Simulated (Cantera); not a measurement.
A perfectly stirred reactor is fed with NH3 : H2 = 1 : 28 (molar parts), at 18.8 Torr; it is held at 1925 K, and followed from long to short residence time.

Model: the gas-phase N/H chemistry of the illustrative SiF4/NH3 mechanism in the Surface Chemkin manual (1991), integrated in Cantera. Walls and surfaces, which speed up NH3 decomposition in real reactors, are not modelled.

x: mole fraction; the columns are a selection and need not sum to one.

| τ (s) | x NH3 | x H2 | x N2 | x N2H4 | x N2H2 | x H |
|---|---|---|---|---|---|---|
| 5.2 | 0.0123 | 0.975 | 0.0107 | 6.45e-11 | 3.79e-8 | [?] |
| 2.2 | 0.0203 | 0.972 | 0.00678 | 1.20e-10 | 6.23e-8 | [?] |
| 0.95 | 0.0270 | 0.968 | 0.00356 | 1.65e-10 | 7.97e-8 | [?] |
| 0.41 | 0.0313 | 0.966 | 0.00150 | 1.79e-10 | 8.11e-8 | [?] |
| 0.17 | 0.0335 | 0.965 | 0.000426 | 1.45e-10 | 5.88e-8 | [?] |
| 0.075 | 0.0343 | 0.965 | 6.60e-5 | 7.02e-11 | 2.27e-8 | [?] |
| 0.032 | 0.0344 | 0.965 | 4.09e-6 | 1.65e-11 | 3.66e-9 | [?] |
| 0.014 | 0.0345 | 0.965 | 2.48e-7 | 3.25e-12 | 5.34e-10 | [?] |
| 0.0059 | 0.0345 | 0.965 | 1.51e-8 | <1e-12 | 7.94e-11 | [?] |
| 0.0025 | 0.0345 | 0.965 | 1.02e-9 | <1e-12 | 1.31e-11 | [?] |

**Question.** Complete the blanks.

**Answer.** 
- 5.2, x H: 0.00154
- 2.2, x H: 0.00126
- 0.95, x H: 0.00111
- 0.41, x H: 0.000993
- 0.17, x H: 0.000831
- 0.075, x H: 0.000565
- 0.032, x H: 0.000272
- 0.014, x H: 0.000121
- 0.0059, x H: 5.09e-5
- 0.0025, x H: 2.15e-5
